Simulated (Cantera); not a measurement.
An isothermal, constant-pressure homogeneous reactor starts with H2 : O2 = 0.069 : 1 (molar parts), equivalence ratio 0.035, at 1450 K and 10.00 Torr.

Cantera simulation using GRI-Mech 3.0 (53 species, 325 reactions); the numbers are that mechanism's predictions, not measurements. Radical loss at walls, strong at low pressure, is not modelled. The temperature is held fixed by assumption; the heat of reaction is taken as removed at once.

x: mole fraction; the columns are a selection and need not sum to one.

```json
[
 {"t (s)": "1.00e-6", "x H2": "0.0645", "x O2": "0.935", "x OH": "7.59e-11", "x O": "7.61e-11", "x H2O2": "<1e-12"},
 {"t (s)": "5.37e-6", "x H2": "0.0645", "x O2": "0.935", "x OH": "1.97e-9", "x O": "1.99e-9", "x H2O2": "1.30e-12"},
 {"t (s)": "2.89e-5", "x H2": "0.0645", "x O2": "0.935", "x OH": "3.84e-8", "x O": "4.06e-8", "x H2O2": "3.70e-11"},
 {"t (s)": "0.000155", "x H2": "0.0645", "x O2": "0.935", "x OH": "9.67e-7", "x O": "1.12e-6", "x H2O2": "1.00e-9"},
 {"t (s)": "0.000833", "x H2": "0.0239", "x O2": "0.903", "x OH": "0.0120", "x O": "0.0217", "x H2O2": "[?]"},
 {"t (s)": "0.00447", "x H2": "0.00130", "x O2": "0.883", "x OH": "0.00811", "x O": "0.0439", "x H2O2": "5.54e-8"},
 {"t (s)": "0.0240", "x H2": "0.00104", "x O2": "0.895", "x OH": "0.00728", "x O": "0.0340", "x H2O2": "5.30e-8"},
 {"t (s)": "0.129", "x H2": "0.000369", "x O2": "0.920", "x OH": "0.00440", "x O": "0.0114", "x H2O2": "[?]"},
 {"t (s)": "0.693", "x H2": "3.16e-5", "x O2": "0.932", "x OH": "0.00130", "x O": "0.000944", "x H2O2": "[?]"},
 {"t (s)": "3.72", "x H2": "2.11e-6", "x O2": "0.933", "x OH": "0.000336", "x O": "6.27e-5", "x H2O2": "[?]"},
 {"t (s)": "20.0", "x H2": "5.77e-7", "x O2": "0.933", "x OH": "0.000176", "x O": "1.71e-5", "x H2O2": "[?]"}
]
```

Task: Fill in the missing entries.

Result: 
- 0.000833, x H2O2: 9.26e-8
- 0.129, x H2O2: 3.76e-8
- 0.693, x H2O2: 1.14e-8
- 3.72, x H2O2: 2.19e-9
- 20.0, x H2O2: 1.15e-9
